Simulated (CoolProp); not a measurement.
Properties of CH2F2 (R32) along the isotherm 407 K.

Values from CoolProp's reference Helmholtz-energy equation of state, Tillner-Roth 1997.

```
p (MPa)          phase  density (kg/m³)  expansivity (1/kK)
-------  -------------  ---------------  ------------------
7.23     supercritical            162.4               8.021
14.5     supercritical            491.8               12.57
21.7     supercritical            663.9               6.353
28.9     supercritical            747.8               4.352
36.1     supercritical            802.9               3.419
43.4     supercritical            844.8               2.869
50.6     supercritical            877.9               2.511
57.8     supercritical            905.7               2.254
```
